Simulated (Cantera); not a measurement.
## Adiabatic ignition

An adiabatic, constant-volume homogeneous reactor starts with 4.74 % C₂H₄, 7.50 % O₂, 82.5 % N₂, 5.22 % CO₂, at 1325 K and 1.18 atm.

Detailed kinetics in Cantera: GRI-Mech 3.0 (53 species, 325 reactions). GRI-Mech 3.0 was tuned for natural gas; its chemistry of ethylene as a main component is partial and can be far from experiment.

```csv
t (s),T (K),P (bar),x C₂H₄,x O₂,x CO₂,x NO,x C₂H,x N₂O,x O
2.00e-6,1325,1.20,0.0474,0.0750,0.0522,<1e-12,<1e-12,<1e-12,4.00e-12
6.54e-6,1325,1.20,0.0474,0.0750,0.0522,<1e-12,<1e-12,<1e-12,1.71e-11
2.14e-5,1325,1.20,0.0474,0.0750,0.0522,<1e-12,<1e-12,<1e-12,2.27e-10
7.00e-5,1325,1.20,0.0474,0.0749,0.0522,<1e-12,<1e-12,6.76e-12,3.47e-7
0.000229,2180,2.11,3.56e-7,1.61e-5,0.0420,6.29e-5,7.21e-7,2.16e-8,9.38e-6
0.000749,2185,2.11,2.22e-8,2.06e-6,0.0402,9.29e-5,5.47e-8,1.83e-8,2.19e-6
0.00245,2184,2.11,3.48e-10,1.82e-6,0.0399,0.000132,1.34e-9,1.50e-8,2.02e-6
0.00801,2183,2.11,<1e-12,2.27e-6,0.0399,0.000146,<1e-12,8.21e-9,2.52e-6
0.0262,2184,2.11,<1e-12,2.31e-6,0.0399,0.000114,<1e-12,5.94e-9,2.57e-6
0.0857,2184,2.11,<1e-12,2.33e-6,0.0399,6.90e-5,<1e-12,3.99e-9,2.58e-6
0.280,2184,2.11,<1e-12,2.34e-6,0.0399,4.33e-5,<1e-12,3.30e-9,2.59e-6
0.917,2184,2.11,<1e-12,2.34e-6,0.0399,4.04e-5,<1e-12,3.24e-9,2.59e-6
3.00,2184,2.11,<1e-12,2.34e-6,0.0399,4.04e-5,<1e-12,3.24e-9,2.59e-6
```
x: mole fraction; the columns are a selection and need not sum to one.

```json
{
  "time_of_steepest_temperature_rise": "0.116 ms",
  "temperature at 3.00 s": "2184 K",
  "equilibrium_temperature": "2184 K",
  "x(C₂H₄) at 3.00 s": "<1e-12 (gas-phase equilibrium <1e-12)",
  "x(O₂) at 3.00 s": "2.34e-6 (gas-phase equilibrium 2.34e-6)",
  "x(CO₂) at 3.00 s": "0.0399 (gas-phase equilibrium 0.0399)"
}
```
